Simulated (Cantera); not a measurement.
A closed system holds: 1 mol CH3SiCl3, 0.032 mol C2H4, 670 mol H2, held at 0.0100 bar.

Cantera equilibrium calculation (NASA polynomials, part measured and part estimated; ideal gas, pure solids and liquids). Candidate condensed phases: C, C6H6, C7H8, C8H18, Si, SiC; 109 gas species. The feed counts by its element totals alone. The tables' values for SiCl are old estimates; treat these amounts as uncertain. Gases not in the tables: Si2H6 and higher silanes. Rates play no part.

log p: log10 of the partial pressure in bar; n: condensed amount in mol.

| T (°C) | log p H2 | log p H | log p HCl | log p Si | log p C2H2 (acetylene) | n C(graphite) | n SiC(s) |
|---|---|---|---|---|---|---|---|
| 1227 | -2.00 | -5.76 | -4.35 | -10.12 | -7.05 | 0.0350 | 1.000 |
| 1277 | -2.00 | -5.50 | -4.35 | -9.53 | -6.80 | 0.0293 | 1.000 |
| 1327 | -2.00 | -5.27 | -4.35 | -8.99 | -6.56 | 0.0167 | 0.999 |
| 1377 | -2.00 | -5.04 | -4.35 | -8.46 | -6.38 | 0 | 0.999 |
| 1427 | -2.00 | -4.83 | -4.35 | -7.89 | -6.35 | 0 | 0.998 |
| 1477 | -2.00 | -4.63 | -4.35 | -7.36 | -6.32 | 0 | 0.995 |
| 1527 | -2.00 | -4.45 | -4.35 | -6.87 | -6.26 | 0 | 0.987 |
| 1577 | -2.00 | (withheld) | -4.35 | (withheld) | (withheld) | 0 | 0.967 |
| 1627 | -2.01 | -4.10 | -4.36 | -6.04 | -6.00 | 0 | 0.924 |
| 1677 | -2.01 | -3.94 | -4.36 | -5.70 | -5.79 | 0 | 0.839 |
| 1727 | -2.01 | -3.79 | -4.36 | -5.40 | -5.57 | 0 | 0.679 |
| 1777 | -2.01 | (withheld) | -4.37 | (withheld) | (withheld) | 0 | (withheld) |
| 1827 | -2.02 | -3.51 | -4.37 | -4.91 | -5.15 | 0 | 0 |
| 1877 | -2.02 | -3.39 | -4.38 | -4.89 | -5.14 | 0 | 0 |

Q: Fill in the missing entries.

A: 
- 1577, log p H: -4.27
- 1577, log p Si: -6.43
- 1577, log p C2H2 (acetylene): -6.16
- 1777, log p H: -3.65
- 1777, log p Si: -5.12
- 1777, log p C2H2 (acetylene): -5.33
- 1777, n SiC(s): 0.388
